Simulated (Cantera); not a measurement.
A closed system holds: 1 mol SiHCl₃, 0.85 mol N₂, 24 mol H₂, held at 1.00 Torr.

Equilibrium computed with Cantera from the NASA thermochemical tables; the gas is ideal and each condensed phase is pure. Candidate condensed phases: NH₄Cl, Si, Si₃N₄; 28 gas species. N₂ is the only nitrogen source here; it is nearly inert below about 1500 K, so the nitride shown seldom forms there in practice. Gases not in the tables: Si₂H₆ and higher silanes. Kinetics and transport are ignored.

Task: Which condensed phases are stable at each of these points (T (°C)): 1025, 1075, 1125, 1175, 1225, 1275, 1325, 1375, 1425, 1475, 1525, 1575?

Result: 
| T (°C) | condensed phases | Si condensed (%) |
|---|---|---|
| 1025 | Si₃N₄(s) | 89.5 |
| 1075 | Si₃N₄(s) | 80.8 |
| 1125 | Si₃N₄(s) | 69.0 |
| 1175 | Si₃N₄(s) | 55.1 |
| 1225 | Si(s) | 47.7 |
| 1275 | Si(s) | 46.7 |
| 1325 | Si(s) | 45.7 |
| 1375 | Si(s) | 44.5 |
| 1425 | Si(l) | 43.1 |
| 1475 | Si(l) | 43.1 |
| 1525 | Si(l) | 41.0 |
| 1575 | Si(l) | 35.2 |

From 1025 °C to 1175 °C the condensed part is Si₃N₄(s). From 1225 °C to 1375 °C the condensed part is Si(s). From 1425 °C to 1575 °C the condensed part is Si(l).
